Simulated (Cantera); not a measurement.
Gas mixture: H2 = 0.73 (molar parts), at 22000 Pa, frozen composition.

Cantera's kinetic-theory transport with the Lennard-Jones parameters of GRI-Mech 3.0, ideal gas; thermal conductivity in the mixture-averaged form.

One state of this run: ρ (kg/m³) = 0.00667; cp (J/kg/K) = 14690; μ (µPa s) = 17.0; λ (mW/m/K) = 363; Pr = 0.689; D (cm²/s) N2 = 18.6; D (cm²/s) OH = 25.7; D (cm²/s) CO2 = 16.3. D: mixture-averaged diffusion coefficient of that species in the mixture.

Problem. Which value of T (K) does it belong to?
(A) 800
(B) 1600
(C) 1400
(D) 1000

Solution. A, 800
